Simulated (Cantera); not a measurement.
A perfectly stirred reactor is fed with 13.6 % CH4, 18.1 % O2, 68.3 % N2, at 750 Torr; it is adiabatic with a 625 K inlet, and is followed from long to short residence time, starting on the burning branch (τ in s: 0.099, 0.032, 0.011, 0.0035, 0.0011, 0.00037, 0.00012, 3.9e-05, 1.3e-05, 4.2e-06).

Computed with Cantera and GRI-Mech 3.0 (53 species, 325 reactions).

Task: Predict: blow-out, bracketed by the residence times tried; x(CH4) at τ = 99.0 ms; x(O2) at τ = 99.0 ms; x(H2) at τ = 99.0 ms; x(CO) at τ = 99.0 ms; x(CH2O) at τ = 99.0 ms; x(CH4) at τ = 0.370 ms; x(O2) at τ = 0.370 ms; x(H2) at τ = 0.370 ms; x(CO) at τ = 0.370 ms; x(CH2O) at τ = 0.370 ms.

Result: 
```json
{
  "blow_out_bracketed_by_the_residence_times_tried": "burning at 0.370 ms, out at 0.120 ms",
  "x(CH4) at τ = 99.0 ms": "0.000106",
  "x(O2) at τ = 99.0 ms": "6.81e-5",
  "x(H2) at τ = 99.0 ms": "0.0788",
  "x(CO) at τ = 99.0 ms": "0.0873",
  "x(CH2O) at τ = 99.0 ms": "1.54e-6",
  "x(CH4) at τ = 0.370 ms": "0.00331",
  "x(O2) at τ = 0.370 ms": "0.00754",
  "x(H2) at τ = 0.370 ms": "0.0687",
  "x(CO) at τ = 0.370 ms": "0.0845",
  "x(CH2O) at τ = 0.370 ms": "0.000119"
}
```
